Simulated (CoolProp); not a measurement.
m-xylene along the isotherm 449.4 K: density (kg/m³) from the reference equation and from simpler models built on Tc = 616.9 K, pc = 3.535 MPa, ω = 0.326; each cubic takes its own stable root.

Model: reference Helmholtz-energy equation of state, Zhou 2012, in CoolProp.

```
p (MPa)   phase  reference  van der Waals  Redlich-Kwong  Soave-Redlich-Kwong  Peng-Robinson
-------  ------  ---------  -------------  -------------  -------------------  -------------
0.884    liquid      718.1          407.0          588.7                621.7          703.9
1.77     liquid      720.0              ?              ?                624.6              ?
2.65     liquid      721.9          417.3          597.0                627.3          709.5
3.53     liquid      723.7          421.6          600.8                630.0          712.1
4.42     liquid      725.5          425.5          604.4                632.6          714.6
5.3      liquid      727.2              ?              ?                635.1              ?
6.19     liquid      728.9              ?              ?                637.5          719.4
7.07     liquid      730.6          435.6          614.2                639.8          721.7
7.95     liquid      732.2          438.4          617.2                642.0          723.9
8.84     liquid      733.8          441.2          620.1                644.2          726.1
```

Problem. What belongs in the gaps?

Solution. 
- 1.77, van der Waals: 412.5
- 1.77, Redlich-Kwong: 593.0
- 1.77, Peng-Robinson: 706.8
- 5.3, van der Waals: 429.1
- 5.3, Redlich-Kwong: 607.8
- 5.3, Peng-Robinson: 717.1
- 6.19, van der Waals: 432.5
- 6.19, Redlich-Kwong: 611.1
